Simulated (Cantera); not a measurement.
Stirred combustor or abatement burner

A perfectly stirred reactor is fed with CO : H2 : O2 : N2 = 1 : 0.21 : 0.605 : 3.39 (molar parts), at 180 Torr; it is adiabatic with a 673 K inlet, and is followed from long to short residence time, starting on the burning branch (τ in s: 0.08, 0.042, 0.023, 0.012, 0.0064, 0.0034, 0.0018, 0.00095, 0.00051, 0.00027, 0.00014, 7.6e-05, 4e-05).

Detailed kinetics in Cantera: GRI-Mech 3.0 (53 species, 325 reactions).

```
τ (s)    T (K)    x CO     x H2    x O2   x H2O   x H2O2
-------  -----  ------  -------  ------  ------  -------
0.080     2038  0.0530  0.00266  0.0251  0.0375  1.94e-8
0.042     1964  0.0593  0.00316  0.0282  0.0358  2.79e-8
0.023     1887  0.0650  0.00364  0.0309  0.0339  4.08e-8
0.012     1797  0.0704  0.00415  0.0336  0.0315  6.32e-8
0.0064    1703  0.0750  0.00456  0.0359  0.0288  9.78e-8
0.0034    1602  0.0791  0.00482  0.0383  0.0259  1.49e-7
0.0018    1492  0.0843  0.00487  0.0415  0.0231  2.09e-7
0.00095   1368  0.0960  0.00485  0.0481  0.0217  2.68e-7
0.00051   1200   0.128  0.00627  0.0661  0.0234  3.77e-7
0.00027    673   0.192   0.0403   0.116  <1e-12   <1e-12
0.00014    673   0.192   0.0403   0.116  <1e-12   <1e-12
7.6e-5     673   0.192   0.0403   0.116  <1e-12   <1e-12
4.0e-5     673   0.192   0.0403   0.116  <1e-12   <1e-12
```
x: mole fraction; the columns are a selection and need not sum to one.
